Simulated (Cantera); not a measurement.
**Thermodynamics of silicon etching in halogen gases, feed Si + F2 + H2**

Input: 1 mol Si, a varied amount of F2, 4.5 mol H2, at 1200 K and 0.0100 bar.

Method: chemical equilibrium by Gibbs-energy minimisation in Cantera with the NASA 1993 tables (ideal gas, pure condensed phases). Candidate condensed phases: Si; 25 gas species. The tables' values for SiF3, SiF2 are old estimates; treat these amounts as uncertain. Rates play no part.

| n(F2) (mol) | x H2 | x HF | x SiF4 | x SiHF3 | x SiF3 | x SiF2 | x SiH2F2 | x H | n Si(s) |
|---|---|---|---|---|---|---|---|---|---|
| 0.56 | 0.939 | 0.000418 | 0.0534 | 0.00395 | 0.00263 | 0.000142 | 0.000143 | 1.91e-6 | 0.712 |
| 0.72 | 0.923 | 0.000440 | 0.0679 | 0.00469 | 0.00315 | 0.000161 | 0.000159 | 1.90e-6 | 0.630 |
| 0.92 | 0.904 | 0.000461 | 0.0855 | 0.00551 | 0.00375 | 0.000180 | 0.000174 | 1.88e-6 | 0.528 |
| 1.2 | 0.879 | 0.000483 | 0.109 | 0.00652 | 0.00450 | 0.000204 | 0.000191 | 1.85e-6 | 0.386 |
| 1.5 | 0.853 | 0.000500 | 0.133 | 0.00746 | 0.00522 | 0.000225 | 0.000205 | 1.82e-6 | 0.233 |
| 1.9 | 0.821 | 0.000517 | 0.163 | 0.00852 | 0.00608 | 0.000249 | 0.000219 | 1.79e-6 | 0.0295 |
| 2.5 | 0.667 | 0.167 | 0.167 | 2.19e-5 | 1.73e-5 | 1.98e-9 | 1.41e-9 | 1.61e-6 | 0 |
| 3.2 | 0.493 | 0.358 | 0.149 | 6.74e-6 | 6.22e-6 | 2.84e-10 | 1.50e-10 | 1.38e-6 | 0 |
| 4 | 0.333 | 0.533 | 0.133 | 2.74e-6 | 3.07e-6 | 7.75e-11 | 2.76e-11 | 1.14e-6 | 0 |
x: gas mole fraction; n: condensed amount in mol.

From 0.56 mol F2 to 1.9 mol F2 the condensed part is Si(s). From 2.5 mol F2 to 4 mol F2 nothing is condensed. The main Si-bearing gas is SiF4 throughout.
